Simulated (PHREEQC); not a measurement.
Consider water at 25 °C with 0.0026 mol PbCl2 per kg of water. Closed to the air; pH follows from the charge balance.

Model: ion-association model, phreeqc.dat, run in PHREEQC.

Problem. The ionic strength comes out as 0.00717 mol/kgw. What activity coefficients do Pb+2, Cl-, PbOH+, PbCl+, H+ get?

Solution. Pb+2 0.70, Cl- 0.91, PbOH+ 0.91, PbCl+ 0.91, H+ 0.92.

Precipitation was switched off in this run. Complexes and solids missing from the database can't appear.
